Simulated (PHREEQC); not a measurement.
0.57 g of hydrous ferric oxide (600 m²/g; 0.2 weak and 0.005 strong sites per Fe, Dzombak-Morel constants, diffuse double layer) in 1 kg of water with 0.3 mol/kgw of an inert sodium salt and 6.9e-06 mol ZnSO4, at 25 °C; the pH is set by adding NaOH or the inert anion's acid. O2 is buffered at 0.21 atm. CO2 from the air is kept out. Precipitation was switched off in this run.

The numbers come from PHREEQC with the ion-association model, wateq4f.dat.

```
pH     S sorbed (%)  Zn sorbed (%)  surface charge σ (C/m²)  surface potential ψ (mV)
-----  ------------  -------------  -----------------------  ------------------------
4              91.3            0.0                    0.346                       122
4.67           87.2            0.9                    0.301                       115
5.33           73.1           12.0                    0.229                       102
6.67           10.6           96.0                    0.092                        59
7.33            1.6           99.7                    0.045                        33
8               0.2          100.0                    0.006                         5
8.67            0.0          100.0                   -0.030                       -23
9.33            0.0          100.0                   -0.073                       -50
10.67           0.0          100.0                   -0.203                       -96
11.33           0.0           99.9                   -0.279                      -111
12              0.0           96.5                   -0.336                      -120
```

Complexes and solids missing from the database can't appear.
